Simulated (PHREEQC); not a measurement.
Make-up at 25 °C: 0.051 mol CuCl2, 0.00089 mol NaOH and 0.012 mol Al2(SO4)3 per kg of water. Closed to the air; pH follows from the charge balance.

All values are PHREEQC results (ion-association model, phreeqc.dat), not measurements.

No solid was allowed to form.

What pH, density does the model give?

pH 4.39; density 1.007 g/cm³.

In which forms is S present?

AlSO4+ 39 %, SO4-2 30 %, CuSO4 23 %, Al(SO4)2- 7.9 % of the S.

Examples of supersaturated solids here: Gibbsite (slow to form). Others may be too.
